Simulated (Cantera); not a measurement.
A perfectly stirred reactor is fed with CH4 : O2 : N2 = 1 : 1.67 : 6.27 (molar parts), at 1.20 bar; it is adiabatic with a 648 K inlet, and is followed from long to short residence time, starting on the burning branch (τ in s: 0.073, 0.039, 0.02, 0.011, 0.0057, 0.003, 0.0016, 0.00084, 0.00044, 0.00023, 0.00012, 6.5e-05).

Detailed kinetics in Cantera: GRI-Mech 3.0 (53 species, 325 reactions).

One state of this run: T (K) = 2191; x CH4 = 0.000177; x O2 = 0.00624; x CH2O = 2.12e-5; x NO = 0.000325; x CH2CO = 1.98e-7; x CH2 = 8.75e-6; x CO = 0.0523. x: mole fraction; the columns are a selection and need not sum to one.

### Question
Which value of τ (s) does it belong to?
A. 0.0030
B. 0.020
C. 0.00012
D. 0.00044

### Answer
D, 0.00044
